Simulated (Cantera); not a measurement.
Charge: 1 mol SiF₄, 6.2 mol N₂O, 1.5 mol N₂, at 1525 K and 28.0 Pa.

Method: chemical equilibrium by Gibbs-energy minimisation in Cantera with the NASA 1993 tables (ideal gas, pure condensed phases). Candidate condensed phases: Si, SiO₂, Si₂N₂O, Si₃N₄; 28 gas species. Kinetics and transport are ignored.

Base state: N₂ 0.652, O₂ 0.262, SiF₄ 0.0847, NO 0.00140, O 0.000173, F 2.33e-5 (mole fractions); condensed: gas only.

Question: What changes in the equilibrium state with this change: SiF₄ replaced by HMDSO?

Answer: 
| species | before | after |
|---|---|---|
| H₂ | 0 | 0.381 |
| N₂ | 0.652 | 0.320 |
| CO | 0 | 0.241 |
| O₂ | 0.262 | <1e-9 |
| SiF₄ | 0.0847 | 0 |
| SiO | 3.83e-9 | 0.0574 |
| NO | 0.00140 | <1e-9 |
| H | 0 | 0.000873 |
| O | 0.000173 | <1e-9 |
| SiC(s), mol | 0 | 0.318 |
| Si₂N₂O(s), mol | 0 | 0.164 |
The feed counts by its element totals alone. Mutual solubility and eutectic melting of coexisting phases are not modelled. Further candidate phases: C, C₆H₆, C₇H₈, C₈H₁₈, H₂O, SiC.

Question: What changes in the equilibrium state with this change: temperature from 1525 K to 1675 K?

Answer: 
```
species                before     after
-------------------  --------  --------
N₂                      0.652     0.651
O₂                      0.262     0.261
SiF₄                   0.0847    0.0846
NO                    0.00140   0.00267
SiF₃                  4.52e-6   5.22e-5
F                     2.33e-5  0.000149
O                    0.000173   0.00104
SiO₂(β-quartz), mol         0  0.000260
```
The tables' values for SiF₃ are old estimates; treat these amounts as uncertain. The tables hold silica as quartz up to 1696 K and as liquid above; real silica turns to tridymite and cristobalite and melts near 1996 K.
